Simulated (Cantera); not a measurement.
Input: 1 mol SiC, 0.0022 mol O2, 55 mol N2, held at 1225 °C and 160000 Pa.

Cantera equilibrium calculation (NASA polynomials, part measured and part estimated; ideal gas, pure solids and liquids). Candidate condensed phases: C, Si, SiC, SiO2, Si2N2O, Si3N4; 34 gas species. N2 is the only nitrogen source here; it is nearly inert below about 1500 K, so the nitride shown seldom forms there in practice. Mutual solubility and eutectic melting of coexisting phases are not modelled. Equilibrium is a limit: real reactors are often held back by kinetics, nucleation or transport.

Base state: N2 1.000, CO 6.29e-5 (mole fractions); condensed: C(graphite) + Si2N2O(s) + Si3N4(s).

Q: What changes in the equilibrium state with this change: temperature from 1225 °C to 1852 °C?

A: 
| species | before | after |
|---|---|---|
| N2 | 1.000 | 1.000 |
| CO | 6.29e-5 | 6.69e-5 |
| Si | <1e-9 | 3.67e-5 |
| SiO | 1.58e-8 | 1.31e-5 |
| C(graphite), mol | 0.997 | 0 |
| Si2N2O(s), mol | 0.000979 | 0 |
| Si3N4(s), mol | 0.333 | 0 |
| SiC(s), mol | 0 | 0.996 |
